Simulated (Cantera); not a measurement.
## Low-pressure radical oxidation in H2/O2

An isothermal, constant-pressure homogeneous reactor starts with H₂ : O₂ : N₂ = 0.018 : 1 : 2.7 (molar parts), at 1450 K and 0.0207 atm.

Model: the H2/O2 subset of GRI-Mech 3.0, which has no nitrogen chemistry, integrated in Cantera. Radical loss at walls, strong at low pressure, is not modelled.

| t (s) | x H₂ | x O₂ | x H₂O | x OH | x O | x H |
|---|---|---|---|---|---|---|
| 1.00e-6 | 0.00484 | 0.269 | <1e-12 | 1.18e-12 | 1.18e-12 | 9.24e-11 |
| 4.44e-6 | 0.00484 | 0.269 | <1e-12 | 2.26e-11 | 2.26e-11 | 3.93e-10 |
| 1.97e-5 | 0.00484 | 0.269 | 8.84e-12 | 3.91e-10 | 3.93e-10 | 1.46e-9 |
| 8.77e-5 | 0.00484 | 0.269 | 5.42e-10 | 4.90e-9 | 5.02e-9 | 3.74e-9 |
| 0.000390 | 0.00484 | 0.269 | 2.28e-8 | 4.48e-8 | 4.87e-8 | 1.07e-8 |
| 0.00173 | 0.00484 | 0.269 | 2.60e-6 | 2.10e-6 | 2.40e-6 | 3.60e-7 |
| 0.00770 | 6.32e-5 | 0.264 | 0.00427 | 0.000783 | 0.00398 | 0.000235 |
| 0.0342 | 3.03e-5 | 0.265 | 0.00438 | 0.000675 | 0.00385 | 0.000193 |
| 0.152 | 2.39e-5 | 0.265 | 0.00445 | 0.000601 | 0.00300 | 0.000134 |
| 0.675 | 1.05e-5 | 0.266 | 0.00462 | 0.000399 | 0.00128 | 3.77e-5 |
| 3.00 | 1.71e-6 | 0.267 | 0.00477 | 0.000161 | 0.000202 | 2.40e-6 |
x: mole fraction; the columns are a selection and need not sum to one.

Equilibrium at this temperature and pressure: H₂ 6.16e-8, O₂ 0.267, H₂O 0.00484, OH 3.07e-5, O 7.21e-6, H 1.63e-8 (gas phase only).
